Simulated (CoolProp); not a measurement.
Properties of decamethyltetrasiloxane (MD2M) along the isotherm 445.4 K (Tc = 599.4 K, pc = 1.144 MPa, ω = 0.635).

Computed with CoolProp (reference Helmholtz-energy equation of state, Thol 2017).

```csv
p (MPa),phase,Z,expansivity (1/kK)
0.715,liquid,0.08604,1.659
1.43,liquid,0.1713,?
2.15,liquid,?,1.557
2.86,liquid,0.3398,1.515
3.58,liquid,0.4237,1.475
4.29,liquid,?,1.439
5.01,liquid,0.5886,1.406
5.72,liquid,?,1.375
6.44,liquid,0.7515,1.346
7.15,liquid,0.8318,1.320
7.87,liquid,0.9127,1.294
8.58,liquid,0.9921,1.271
9.3,liquid,1.072,1.249
10,liquid,1.150,1.229
10.7,liquid,1.227,1.209
11.4,liquid,1.304,1.191
```

Task: Fill in the missing entries.

Result: 
- 1.43, expansivity (1/kK): 1.605
- 2.15, Z: 0.2565
- 4.29, Z: 0.5058
- 5.72, Z: 0.6697
